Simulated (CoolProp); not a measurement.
Properties of normal hydrogen along the isobar 1.53 MPa (Tc = 33.1 K, pc = 1.296 MPa, ω = -0.219).

Model: reference Helmholtz-energy equation of state, Leachman 2009, in CoolProp.

```json
[
 {"T (K)": "30.2", "phase": "liquid", "expansivity (1/kK)": "?", "Prandtl number": "1.35"},
 {"T (K)": "55.4", "phase": "supercritical", "expansivity (1/kK)": "?", "Prandtl number": "?"},
 {"T (K)": "80.6", "phase": "supercritical", "expansivity (1/kK)": "13.68", "Prandtl number": "?"},
 {"T (K)": "105.7", "phase": "supercritical", "expansivity (1/kK)": "9.872", "Prandtl number": "?"},
 {"T (K)": "130.9", "phase": "supercritical", "expansivity (1/kK)": "7.790", "Prandtl number": "0.682"},
 {"T (K)": "156.1", "phase": "supercritical", "expansivity (1/kK)": "6.459", "Prandtl number": "0.683"},
 {"T (K)": "181.2", "phase": "supercritical", "expansivity (1/kK)": "5.531", "Prandtl number": "0.683"},
 {"T (K)": "206.4", "phase": "supercritical", "expansivity (1/kK)": "4.839", "Prandtl number": "0.682"}
]
```

**Question.** Some entries are withheld; supply them.

**Answer.** 
- 30.2, expansivity (1/kK): 41.31
- 55.4, expansivity (1/kK): 24.09
- 55.4, Prandtl number: 0.731
- 80.6, Prandtl number: 0.680
- 105.7, Prandtl number: 0.679

Viscosity comes from a separate model (Muzny 2013). Thermal conductivity comes from a separate model (Assael 2011).
